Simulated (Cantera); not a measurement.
What does this Cantera script print?

```python
import numpy as np
import cantera as ct

gas = ct.Solution("gri30.yaml")
gas.TPX = 1025, 2666, {'H2': 0.014, 'O2': 1, 'H2O': 0.0029}
reactor = ct.IdealGasConstPressureReactor(gas, energy="off", clone=False)
net = ct.ReactorNet([reactor])
net.rtol, net.atol = 1e-08, 1e-18
show = ['H2', 'O2', 'H', 'H2O2', 'O', 'OH', 'H2O']
times = np.geomspace(4e-05, 50, 13)

steps = ct.SolutionArray(gas, extra=["t"])
rows = []
print(f"{'t/s':>10s}{'T/K':>9s}{'P/Pa':>11s}" + "".join(f"{s:>11s}" for s in show))
for t in times:
    while net.time < t:
        t_next = net.step()
        steps.append(gas.state, t=t_next)
    rows.append([np.interp(t, steps.t, y) for y in (steps.T, steps.P, *steps(*show).X.T)])
    print(f"{t:10.3e}{rows[-1][0]:9.1f}{rows[-1][1]:11.4g}" + "".join(f"{x:11.3e}" for x in rows[-1][2:]))
rate = np.gradient(steps.T, steps.t)
print("integrator steps:", len(steps.t))
if steps.T.max() > steps.T[0] + 200:
    print(f"time of steepest temperature rise: {steps.t[rate.argmax()]:.4e} s")
gas.TPX = 1025, 2666, {'H2': 0.014, 'O2': 1, 'H2O': 0.0029}
gas.equilibrate("TP")
print(f"equilibrium (TP): T = {gas.T:.1f} K  " + "  ".join(f"{s} {gas[s].X[0]:.3e}" for s in show))
```

It prints:

```
       t/s      T/K       P/Pa         H2         O2          H       H2O2          O         OH        H2O
 4.000e-05   1025.0       2666  1.377e-02  9.834e-01  1.493e-11  1.569e-16  5.899e-12  5.595e-12  2.852e-03
 1.289e-04   1025.0       2666  1.377e-02  9.834e-01  3.278e-11  1.637e-15  4.339e-11  3.658e-11  2.852e-03
 4.152e-04   1025.0       2666  1.377e-02  9.834e-01  9.655e-11  1.723e-14  3.146e-10  2.071e-10  2.852e-03
 1.337e-03   1025.0       2666  1.377e-02  9.834e-01  1.312e-09  1.956e-13  6.226e-09  3.437e-09  2.852e-03
 4.309e-03   1025.0       2666  1.374e-02  9.834e-01  3.740e-06  1.165e-10  1.816e-05  9.876e-06  2.874e-03
 1.388e-02   1025.0       2666  1.483e-04  9.778e-01  5.474e-04  8.855e-08  5.015e-03  5.299e-04  1.599e-02
 4.472e-02   1025.0       2666  1.985e-05  9.820e-01  5.087e-05  5.827e-08  1.183e-03  2.106e-04  1.657e-02
 1.441e-01   1025.0       2666  2.552e-06  9.831e-01  2.613e-06  4.125e-08  1.649e-04  7.776e-05  1.669e-02
 4.642e-01   1025.0       2666  2.763e-07  9.832e-01  1.122e-07  1.971e-08  2.005e-05  2.744e-05  1.672e-02
 1.495e+00   1025.0       2666  3.441e-08  9.833e-01  6.119e-09  6.471e-09  2.869e-06  1.047e-05  1.673e-02
 4.817e+00   1025.0       2666  5.702e-09  9.833e-01  4.925e-10  1.817e-09  5.344e-07  4.524e-06  1.673e-02
 1.552e+01   1025.0       2666  1.220e-09  9.833e-01  5.425e-11  5.099e-10  1.229e-07  2.167e-06  1.673e-02
 5.000e+01   1025.0       2666  3.081e-10  9.833e-01  7.297e-12  1.482e-10  3.229e-08  1.109e-06  1.673e-02
integrator steps: 1659
equilibrium (TP): T = 1025.0 K  H2 1.882e-11  O2 9.833e-01  H 1.165e-13  H2O2 1.043e-11  O 2.017e-09  OH 2.767e-07  H2O 1.673e-02
```

Cantera simulation using GRI-Mech 3.0 (53 species, 325 reactions); the numbers are that mechanism's predictions, not measurements. Radical loss at walls, strong at low pressure, is not modelled.
